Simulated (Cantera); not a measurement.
Thermal oxidation and active oxidation of silicon: Si + N2O + H2

A closed system holds: 1 mol Si, 0.01 mol N2O, 2.7 mol H2, held at 1927 °C.

Method: chemical equilibrium by Gibbs-energy minimisation in Cantera with the NASA 1993 tables (ideal gas, pure condensed phases). Candidate condensed phases: H2O, Si, SiO2, Si2N2O, Si3N4; 35 gas species. The tables' values for SiN are old estimates; treat these amounts as uncertain. Gases not in the tables: Si2H6 and higher silanes. The numbers say what is thermodynamically allowed, not how fast it happens.

```tsv
P (Pa)	log p H2	log p H	log p Si	log p N2	log p SiO	n Si(l)
0.100	-7.68	-6.09	-6.80	-8.80	-8.80	0
0.750	-6.05	-5.28	-5.89	-7.88	-7.88	0
5.60	-4.71	-4.61	-4.94	-6.93	-6.93	0
42	-3.63	-4.07	-4.00	-6.00	-5.99	0
320	-2.60	-3.55	-3.43	-5.02	-5.01	0.590
2400	-1.65	-3.07	-3.43	-4.07	-4.07	0.941
18000	-0.75	-2.63	-3.43	-3.18	-3.18	0.982
130000	0.11	-2.20	-3.43	-2.32	-2.32	0.988
1000000	1.00	-1.75	-3.43	-1.44	-1.44	0.989
```
log p: log10 of the partial pressure in bar; n: condensed amount in mol.

From 0.000750 Torr to 0.315 Torr nothing is condensed. From 2.40 Torr to 7500 Torr the condensed part is Si(l). The main Si-bearing gas is Si at 0.000750 Torr and SiO at 7500 Torr.
